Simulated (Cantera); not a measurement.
Input: 1 mol S, 0.41 mol SO2, at 3002 °C and 0.188 Torr.

These are equilibrium values from Cantera (NASA tables, ideal gas, pure condensed phases), not measurements of a reactor. Candidate condensed phases: S; 10 gas species. Equilibrium is a limit: real reactors are often held back by kinetics, nucleation or transport.

Base state: S 0.630, O 0.363, SO 0.00637, O2 0.000456, S2 0.000354, SO2 1.25e-5 (mole fractions); condensed: gas only.

What changes in the equilibrium state with this change: temperature from 3002 °C to 2950 °C?


```tsv
species	before	after
S	0.630	0.629
O	0.363	0.361
SO	0.00637	0.00870
SO2	1.25e-5	2.36e-5
O2	0.000456	0.000613
```

What changes in the equilibrium state with this change: SO2 from 0.41 to 0.017 mol?


| species | before | after |
|---|---|---|
| S | 0.630 | 0.967 |
| O | 0.363 | 0.0315 |
| SO | 0.00637 | 0.000850 |
| O2 | 0.000456 | 3.44e-6 |
| SO2 | 1.25e-5 | 1.45e-7 |
| S2 | 0.000354 | 0.000835 |
